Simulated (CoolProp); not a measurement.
Model: reference Helmholtz-energy equation of state, Wagner 2002, in CoolProp.

Problem. For water, give the phase and the cp (kJ/(kg K)), speed of sound (m/s), Joule-Thomson coefficient (K/MPa), Prandtl number at 346.05 °C and 29000 kPa; 382.35 °C and 29000 kPa.

Solution. 
- 346.05 °C and 29000 kPa: liquid; cp 6.29, speed of sound 822, Joule-Thomson coefficient 0.376, Prandtl number 0.948
- 382.35 °C and 29000 kPa: supercritical; cp 11.6, speed of sound 544, Joule-Thomson coefficient 1.25, Prandtl number 1.65

Viscosity comes from a separate model (Huber 2009). Thermal conductivity comes from a separate model (Huber 2012).
